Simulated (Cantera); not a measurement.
## Thermodynamics of iron carbonyl, mercury and lead vapours, feed HgO + O2 + N2

Input: 1 mol HgO, 0.056 mol O2, 2.9 mol N2.

Cantera equilibrium calculation (NASA polynomials, part measured and part estimated; ideal gas, pure solids and liquids). Candidate condensed phases: Hg, HgO; 10 gas species. The numbers say what is thermodynamically allowed, not how fast it happens.

Stable condensed phases:

```
T in K \ P in Pa
              10      42     180     750    3200   13000   56000  240000 1000000
   1425        A       A       A       A       A       A       A       A       A
   1350        A       A       A       A       A       A       A       A       A
   1275        A       A       A       A       A       A       A       A       A
   1200        A       A       A       A       A       A       A       A       A
   1125        A       A       A       A       A       A       A       A       A
   1050        A       A       A       A       A       A       A       A       A
    975        A       A       A       A       A       A       A       A       A
    900        A       A       A       A       A       A       A       A       A
    825        A       A       A       A       A       A       A       A       A
    750        A       A       A       A       A       A       A       A       B
    675        A       A       A       A       A       A       A       B       B
    600        A       A       A       A       A       B       B       B       B
    525        A       A       A       B       B       B       B       B       B
    450        A       B       B       B       B       B       B       B       B
```

A: gas only; B: HgO.
